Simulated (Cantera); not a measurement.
Charge: 1 mol Cr, 0.32 mol O₂, a varied amount of H₂, held at 1.00 bar.

Method: chemical equilibrium by Gibbs-energy minimisation in Cantera with the NASA 1993 tables (ideal gas, pure condensed phases). Candidate condensed phases: Cr, Cr₂O₃, H₂O; 13 gas species. Mutual solubility and eutectic melting of coexisting phases are not modelled. Rates play no part.

Task: What condenses at these points (T in K, n(H₂) in mol): (1548, 70); (1798, 270); (1598, 80); (1798, 160); (1898, 92)?

Result: 
```tsv
T (K)	n(H₂) in mol	condensed phases	Cr condensed (%)
1548	70	Cr + Cr₂O₃	100.0
1798	270	Cr	97.6
1598	80	Cr + Cr₂O₃	100.0
1798	160	Cr	98.6
1898	92	Cr	96.8
```
